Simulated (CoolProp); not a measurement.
A Linde-Hampson liquefier for normal hydrogen: isothermal reversible compression at 290 K from 1 atm to 15 MPa, throttling to 1 atm, return gas leaving the recuperator 0 K below the feed. Each further row changes one setting.

Model: reference Helmholtz-energy equation of state, Leachman 2009, in CoolProp.

```
case                        compression work (kJ/kg of gas)
--------------------------  -------------------------------
as stated                                              6090
high pressure 30 MPa                                   7030
warm-end temperature 320 K                             6710
warm-end gap 5 K                                       6090
```
